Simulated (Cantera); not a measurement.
Charge: 1 mol Al, 2.2 mol Cl₂, 0.23 mol N₂, equilibrated at 6600 Pa.

Method: chemical equilibrium by Gibbs-energy minimisation in Cantera with the NASA 1993 tables (ideal gas, pure condensed phases). Candidate condensed phases: Al, AlCl₃, AlN; 11 gas species. Rates play no part.

Task: At 748 K, list the 4 most abundant gas species with their mole fractions, and the condensed phases.

Result: Cl₂ 0.400, AlCl₃ 0.366, N₂ 0.131, Al₂Cl₆ 0.102. Condensed: gas only.
